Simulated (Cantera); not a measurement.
Thermodynamics of nitride etching, feed Si3N4 + F2

A closed system holds: 1 mol Si3N4, 8.9 mol F2, held at 2123 K and 5.40 Pa.

Cantera equilibrium calculation (NASA polynomials, part measured and part estimated; ideal gas, pure solids and liquids). Candidate condensed phases: Si, Si3N4; 16 gas species. The tables' values for SiF3 are old estimates; treat these amounts as uncertain. Kinetics and transport are ignored.

The x(F) is 0.538 and the x(SiF4) is 0.275. The x(N2) comes out as 0.185, the x(SiF3) is 0.00242 and the x(SiF2) is 5.62e-6. The gas amount is 10.83 mol. The log10 activity of Si(l) (absent) is -13.41.
